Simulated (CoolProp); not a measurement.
Vapour-liquid equilibrium of propylene (1) + R134a (2) at 326.1 K; x and y are mole fractions of (1).

Model: multi-fluid Helmholtz-energy mixture model, Lemmon 2013 and Tillner-Roth 1994; pair parameters Bell 2016, in CoolProp.

### Question
Give the bubble pressure and the first vapour's composition at x = 0.2, 0.5, 0.65. Is there an azeotrope?

### Answer
x = 0.2: 18.57 bar, y = 0.319; x = 0.5: 22.28 bar, y = 0.574; x = 0.65: 23.11 bar, y = 0.678. y crosses x between x = 0.65 and 0.8: the model has an azeotrope there.

The pair parameters rest on a limited set of measurements; away from them the model extrapolates.
